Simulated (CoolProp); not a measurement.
Vapour-liquid equilibrium of acetone (1) + n-heptane (2) at 0.165 bar; x and y are mole fractions of (1).

The numbers come from the multi-fluid Helmholtz-energy mixture model, Lemmon 2006 and Span 2003; pair parameters Bell 2016 in CoolProp.

```csv
x,bubble temperature (K),y at the bubble point,dew temperature at overall composition x (K),liquid density (mol/L)
0.05,304.6,?,318.7,?
0.15,291.6,0.764,316.3,?
0.25,287.1,0.826,313.5,7.866
0.35,285.4,0.847,310.5,8.364
0.45,284.9,0.854,307.1,8.913
0.55,284.8,0.855,303.1,9.532
0.65,284.7,0.857,298.4,?
0.75,284.5,0.864,292.6,11.06
0.85,284.3,0.885,285.2,12.02
0.95,284.2,0.942,284.2,13.14
```

Complete the blanks.


- 0.05, y at the bubble point: 0.514
- 0.05, liquid density (mol/L): 6.899
- 0.15, liquid density (mol/L): 7.395
- 0.65, liquid density (mol/L): 10.24

y crosses x between x = 0.85 and 0.95: the model has an azeotrope there.

Pair parameters are fitted to limited data, so mixtures are less certain than the pure fluids. With so large a gap from Raoult's law the liquid may split in two, which this calculation doesn't test in full.
